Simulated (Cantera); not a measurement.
A perfectly stirred reactor is fed with 5.02 % CH₄, 5.52 % CO, 18.6 % O₂, 69.7 % N₂, 1.15 % H₂, at 14.0 bar; it is adiabatic with a 700 K inlet, and is followed from long to short residence time, starting on the burning branch (τ in s: 0.063, 0.022, 0.0077, 0.0027, 0.00094, 0.00033, 0.00012, 4e-05, 1.4e-05).

Cantera simulation using GRI-Mech 3.0 (53 species, 325 reactions); the numbers are that mechanism's predictions, not measurements. The pressure lies above the range GRI-Mech 3.0 was tuned for (to about 10 atm).

Question: Predict: blow-out, bracketed by the residence times tried; x(CH₄) at τ = 63.0 ms; x(CO) at τ = 63.0 ms; x(O₂) at τ = 63.0 ms; x(NO) at τ = 63.0 ms; x(NO₂) at τ = 63.0 ms; x(CH₄) at τ = 0.940 ms; x(CO) at τ = 0.940 ms; x(O₂) at τ = 0.940 ms; x(NO) at τ = 0.940 ms; x(NO₂) at τ = 0.940 ms.

Answer: blow-out, bracketed by the residence times tried: burning at 14.0 µs, the shortest tried
x(CH₄) at τ = 63.0 ms: 4.01e-7
x(CO) at τ = 63.0 ms: 0.00111
x(O₂) at τ = 63.0 ms: 0.0516
x(NO) at τ = 63.0 ms: 0.00398
x(NO₂) at τ = 63.0 ms: 8.83e-6
x(CH₄) at τ = 0.940 ms: 2.02e-5
x(CO) at τ = 0.940 ms: 0.00277
x(O₂) at τ = 0.940 ms: 0.0542
x(NO) at τ = 0.940 ms: 0.000244
x(NO₂) at τ = 0.940 ms: 7.25e-7
